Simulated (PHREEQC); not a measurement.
1 kg of water holding 0.0039 mol Na2CO3, 0.62 mol NaHCO3, 0.013 mol NaCl and 0.16 mol KCl is evaporated at 25 °C; the solids stay in contact with the brine. CO2 is held at log p = -3.4 (atm). Solids allowed: Halite, Kalicinite, Nahcolite, Natron, Sylvite, Trona. Others were left out.

Model: Pitzer model, pitzer.dat, run in PHREEQC.

| water left (kg) | ionic strength | water activity | Trona (mol) | Sylvite (mol) | Cl in solution (mol/kgw) | K in solution (mol/kgw) | Na in solution (mol/kgw) | pH |
|---|---|---|---|---|---|---|---|---|
| 1.004 | 1.05 | 0.981 | 0 | 0 | 0.172 | 0.159 | 0.638 | 10.01 |
| 0.6801 | 1.57 | 0.973 | 0 | 0 | 0.254 | 0.235 | 0.942 | 10.05 |
| 0.461 | 2.33 | 0.961 | 0 | 0 | 0.375 | 0.347 | 1.39 | 10.08 |
| 0.3131 | 3.46 | 0.943 | 0 | 0 | 0.553 | 0.511 | 2.05 | 10.12 |
| 0.2131 | 5.10 | 0.915 | 0 | 0 | 0.812 | 0.751 | 3.01 | 10.15 |
| 0.1456 | 7.48 | 0.869 | 0 | 0 | 1.19 | 1.10 | 4.40 | 10.18 |
| 0.07918 | 8.77 | 0.817 | 0.0901 | 0 | 2.18 | 2.02 | 4.68 | 10.21 |
| 0.05163 | 9.06 | 0.782 | 0.142 | 0 | 3.35 | 3.10 | 4.16 | 10.23 |
| 0.03332 | 9.22 | 0.763 | 0.170 | 0.0387 | 4.03 | 3.64 | 3.95 | 10.23 |
| 0.02109 | 9.10 | 0.762 | 0.185 | 0.0854 | 4.15 | 3.54 | 4.01 | 10.21 |
| 0.01283 | 8.91 | 0.761 | 0.196 | 0.117 | 4.37 | 3.36 | 4.13 | 10.17 |

Trona from water left = 0.1201 kg (pH 10.20); Sylvite from water left = 0.04148 kg (pH 10.23).

Species that the database lacks are ignored.
